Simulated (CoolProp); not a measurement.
Acetone along the isotherm 550 K: Z from the reference equation and from simpler models built on Tc = 508.1 K, pc = 46.92 bar, ω = 0.307; each cubic takes its own stable root.

The numbers come from the reference Helmholtz-energy equation of state, Lemmon 2006 in CoolProp. It is a short technical equation, of lower accuracy than the large ones.

```tsv
p (bar)	phase	reference	Pitzer virial	van der Waals	Redlich-Kwong	Soave-Redlich-Kwong	Peng-Robinson
2.13	gas	0.9864	0.9881	0.9888	0.9876	0.9882	0.9866
4.27	gas	0.9725	0.9761	0.9773	0.9750	0.9763	0.9731
6.4	gas	0.9586	0.9642	0.9657	0.9623	0.9643	0.9595
8.53	gas	0.9446	0.9523	0.9539	0.9494	0.9521	0.9458
10.7	gas	0.9302	0.9402	0.9416	0.9361	0.9395	0.9317
12.8	gas	0.9161	…	0.9294	0.9230	0.9271	0.9178
14.9	gas	…	0.9167	0.9170	0.9097	0.9146	0.9039
17.1	gas	0.8867	0.9044	0.9036	0.8955	0.9013	0.8891
19.2	gas	0.8721	0.8927	0.8906	0.8817	0.8884	0.8748
21.3	gas	0.8573	0.8809	…	0.8676	0.8753	0.8603
23.5	gas	0.8416	0.8686	0.8629	0.8526	0.8613	0.8450
```

Task: What belongs in the gaps?

Result: 
- 12.8, Pitzer virial: 0.9284
- 14.9, reference: 0.9018
- 21.3, van der Waals: 0.8772
